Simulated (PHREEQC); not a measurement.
**Alkaline etch or developer (model solution)**

Consider water at 25 °C with 6.3 mmol/kgw NaOH and 0.2 mmol/kgw H3BO3. Closed to the air; pH follows from the charge balance.

Computed with PHREEQC (ion-association model, phreeqc.dat).

Each row changes one thing in this solution. Precipitation was switched off in this run.

| case | pH | H3BO3 (mol/kgw) |
|---|---|---|
| as made | 11.74 | 5.75e-7 |
| diluted 2-fold with water | 11.45 | 5.73e-7 |
| NaOH from 0.0063 to 0.0315 mol/kgw | 12.42 | 1.12e-7 |
| NaOH from 0.0063 to 0.00315 mol/kgw | 11.44 | 1.19e-6 |
| diluted 5-fold with water | 11.06 | 5.68e-7 |

Complexes and solids missing from the database can't appear.
